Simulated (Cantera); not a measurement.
HgO + H2 (iron carbonyl, mercury and lead vapours)

A closed system holds: 1 mol HgO, a varied amount of H2, at 1175 K and 130000 Pa.

These are equilibrium values from Cantera (NASA tables, ideal gas, pure condensed phases), not measurements of a reactor. Candidate condensed phases: H2O, Hg, HgO; 10 gas species. Rates play no part.

| n(H2) (mol) | x H2 | x H2O | x Hg | x H |
|---|---|---|---|---|
| 3.3 | 0.535 | 0.233 | 0.233 | 7.86e-8 |
| 4.2 | 0.615 | 0.192 | 0.192 | 8.43e-8 |
| 5.3 | 0.683 | 0.159 | 0.159 | 8.88e-8 |
| 6.8 | 0.744 | 0.128 | 0.128 | 9.27e-8 |
| 8.6 | 0.792 | 0.104 | 0.104 | 9.57e-8 |
| 11 | 0.833 | 0.0833 | 0.0833 | 9.81e-8 |
| 14 | 0.867 | 0.0667 | 0.0667 | 1.00e-7 |
| 18 | 0.895 | 0.0526 | 0.0526 | 1.02e-7 |
| 22 | 0.913 | 0.0435 | 0.0435 | 1.03e-7 |
| 28 | 0.931 | 0.0345 | 0.0345 | 1.04e-7 |
| 36 | 0.946 | 0.0270 | 0.0270 | 1.05e-7 |
| 45 | 0.957 | 0.0217 | 0.0217 | 1.05e-7 |
| 58 | 0.966 | 0.0169 | 0.0169 | 1.06e-7 |
x: gas mole fraction; nothing condenses.

From 3.3 mol H2 to 58 mol H2 nothing is condensed. The main Hg-bearing gas is Hg throughout.
